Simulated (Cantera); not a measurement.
Mixture: CH4 : CO : O2 : N2 = 1 : 0.063 : 1.35 : 5.09 (molar parts), equivalence ratio 1.5, at 500000 Pa, adiabatic and at constant pressure. Ignition delay is the time to a rise of 400 K.

Computed with Cantera and GRI-Mech 3.0 (53 species, 325 reactions).

What does this change do: 0.23 parts H2O added?


```tsv
quantity	before	after
delay at 1225 K	9.91 ms	10.3 ms
delay at 1325 K	2.87 ms	3.06 ms
delay at 1425 K	0.922 ms	0.993 ms
delay at 1525 K	0.323 ms	0.349 ms
delay at 1625 K	0.125 ms	0.133 ms
apparent activation energy between 1525 and 1625 K	200 kJ/mol	200 kJ/mol
```

What does this change do: constant volume in place of constant pressure?


```
quantity                                                before       after
--------------------------------------------------  ----------  ----------
delay at 1225 K                                        9.91 ms     9.29 ms
delay at 1325 K                                        2.87 ms     2.66 ms
delay at 1425 K                                       0.922 ms    0.850 ms
delay at 1525 K                                       0.323 ms    0.297 ms
delay at 1625 K                                       0.125 ms    0.114 ms
apparent activation energy between 1525 and 1625 K  200 kJ/mol  200 kJ/mol
```
